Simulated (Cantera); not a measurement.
Feed: 1 mol CH3F, 3.7 mol H2, held at 0.190 bar.

Method: chemical equilibrium by Gibbs-energy minimisation in Cantera with the NASA 1993 tables (ideal gas, pure condensed phases). Candidate condensed phases: C, C6H6, C7H8, C8H18; 95 gas species. The numbers say what is thermodynamically allowed, not how fast it happens.

### Question
Which condensed phases are stable at each of these points (T (K)): 750, 950, 1150, 1350, 1550, 1750, 1950, 2150, 2350, 2550, 2750, 2950, 3150, 3350?

### Answer
```
T (K)  condensed phases  C condensed (%)
-----  ----------------  ---------------
750         C(graphite)              2.7
950         C(graphite)             88.6
1150        C(graphite)             98.3
1350        C(graphite)             99.6
1550        C(graphite)             99.8
1750        C(graphite)             99.8
1950        C(graphite)             99.4
2150        C(graphite)             98.2
2350        C(graphite)             94.9
2550        C(graphite)             87.9
2750        C(graphite)             75.1
2950        C(graphite)             53.2
3150        C(graphite)              7.8
3350           gas only              0.0
```

From 750 K to 3150 K the condensed part is C(graphite). At 3350 K nothing is condensed.
